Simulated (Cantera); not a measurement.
Charge: 1 mol AlN, 2.5 mol H2, at 1327 °C and 0.0195 Torr.

Equilibrium computed with Cantera from the NASA thermochemical tables; the gas is ideal and each condensed phase is pure. Candidate condensed phases: Al, AlN; 13 gas species. Equilibrium is a limit: real reactors are often held back by kinetics, nucleation or transport.

Base state: H2 0.894, Al 0.0634, N2 0.0318, H 0.0101, AlH 0.000256 (mole fractions); condensed: AlN(s).

Q: What changes in the equilibrium state with this change: pressure from 0.0195 Torr to 1200 Torr?

A: 
| species | before | after |
|---|---|---|
| H2 | 0.894 | 1.000 |
| H | 0.0101 | 4.30e-5 |
| AlH | 0.000256 | 8.71e-7 |
| Al | 0.0634 | 8.22e-7 |
| N2 | 0.0318 | 8.13e-7 |
| AlN(s), mol | 0.823 | 1.000 |

Q: What changes in the equilibrium state with this change: 0.12 mol H2O added?

A: 
```tsv
species	before	after
H2	0.894	0.876
Al	0.0634	0.0513
N2	0.0318	0.0486
Al2O	0	0.0141
H	0.0101	0.00998
AlH	0.000256	0.000205
AlN(s), mol	0.823	0.711
Al2O3(s), mol	0	0.0260
```
Mutual solubility and eutectic melting of coexisting phases are not modelled. Further candidate phases: Al2O3, H2O.
